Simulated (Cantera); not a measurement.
**Pyrogenic steam for wet oxidation**

An isothermal, constant-pressure homogeneous reactor starts with H2 : O2 : N2 = 0.64 : 1 : 20 (molar parts), at 923 K and 683 Torr.

Computed with Cantera and the H2/O2 subset of GRI-Mech 3.0, which has no nitrogen chemistry. Below about 950 K walls govern HO2 and H2O2 in real vessels.

```tsv
t (s)	x H2	x O2	x OH	x H2O2	x H2O	x HO2
6.00e-6	0.0296	0.0462	<1e-12	<1e-12	<1e-12	<1e-12
1.97e-5	0.0296	0.0462	<1e-12	<1e-12	<1e-12	2.32e-12
6.44e-5	0.0296	0.0462	<1e-12	<1e-12	2.37e-12	1.02e-11
0.000211	0.0296	0.0462	<1e-12	<1e-12	2.28e-11	5.24e-11
0.000691	0.0296	0.0462	<1e-12	<1e-12	1.50e-10	2.63e-10
0.00226	0.0296	0.0462	<1e-12	8.22e-12	6.57e-10	1.06e-9
0.00741	0.0296	0.0462	1.20e-12	9.99e-11	2.59e-9	3.94e-9
0.0243	0.0296	0.0462	2.68e-12	1.26e-9	1.35e-8	1.79e-8
0.0795	0.0296	0.0462	3.48e-11	3.76e-8	2.57e-7	2.53e-7
0.261	0.0245	0.0437	1.94e-7	0.000114	0.00507	2.20e-5
0.854	0.00879	0.0361	1.21e-7	8.24e-5	0.0210	1.39e-5
2.80	0.000762	0.0323	7.38e-8	9.18e-6	0.0292	3.97e-6
9.16	5.21e-5	0.0319	1.72e-8	1.64e-7	0.0300	5.12e-7
30.0	7.29e-6	0.0319	4.27e-9	5.38e-9	0.0300	9.17e-8
```
x: mole fraction; the columns are a selection and need not sum to one.

Equilibrium at this temperature and pressure: H2 1.29e-12, O2 0.0319, OH 7.91e-9, H2O2 4.96e-12, H2O 0.0300, HO2 3.19e-11 (gas phase only).
